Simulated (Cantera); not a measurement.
Mixture: CO : H2 : O2 : N2 = 1 : 0.34 : 1.22 : 4.58 (molar parts), equivalence ratio 0.55, at 0.320 bar, adiabatic and at constant volume. Ignition delay is the time to a rise of 400 K.

Detailed kinetics in Cantera: GRI-Mech 3.0 (53 species, 325 reactions). Below about 950 K walls govern HO2 and H2O2 in real vessels. Where the delays flatten at high temperature, the 400 K rule measures the pace of heat release, not the induction time.

### Question
What does this change do: pressure from 0.320 bar to 0.870 bar?

### Answer
```tsv
quantity	before	after
delay at 898 K	2.95 ms	36.0 ms
delay at 1048 K	0.579 ms	0.250 ms
delay at 1198 K	0.314 ms	0.101 ms
delay at 1348 K	0.248 ms	66.5 µs
delay at 1498 K	0.253 ms	56.4 µs
```

### Question
What does this change do: constant pressure in place of constant volume?

### Answer
```
quantity           before     after
---------------  --------  --------
delay at 898 K    2.95 ms   3.09 ms
delay at 1048 K  0.579 ms  0.665 ms
delay at 1198 K  0.314 ms  0.401 ms
delay at 1348 K  0.248 ms  0.353 ms
delay at 1498 K  0.253 ms  0.395 ms
```
